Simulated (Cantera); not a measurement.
A perfectly stirred reactor is fed with H₂ : O₂ = 0.011 : 1 (molar parts), equivalence ratio 0.0055, at 20.0 Torr; it is held at 1398 K, and followed from long to short residence time.

Computed with Cantera and GRI-Mech 3.0 (53 species, 325 reactions). Radical loss at walls, strong at low pressure, is not modelled.

### Question
What does this change do: O2 1 to 0.16 parts?

### Answer
```json
[
 {"quantity": "x(H₂) at τ = 1.20 s", "before": "1.78e-5", "after": "9.86e-5"},
 {"quantity": "x(O₂) at τ = 1.20 s", "before": "0.987", "after": "0.931"},
 {"quantity": "x(OH) at τ = 1.20 s", "before": "0.000600", "after": "0.00173"},
 {"quantity": "x(H₂O₂) at τ = 1.20 s", "before": "1.06e-8", "after": "4.76e-8"},
 {"quantity": "x(H₂O) at τ = 1.20 s", "before": "0.0106", "after": "0.0653"},
 {"quantity": "x(H₂) at τ = 14.0 ms", "before": "0.000262", "after": "0.00123"},
 {"quantity": "x(O₂) at τ = 14.0 ms", "before": "0.980", "after": "0.904"},
 {"quantity": "x(OH) at τ = 14.0 ms", "before": "0.00153", "after": "0.00596"},
 {"quantity": "x(H₂O₂) at τ = 14.0 ms", "before": "2.51e-8", "after": "1.29e-7"},
 {"quantity": "x(H₂O) at τ = 14.0 ms", "before": "0.00971", "after": "0.0590"}
]
```
The temperature is held fixed by assumption; the heat of reaction is taken as removed at once.
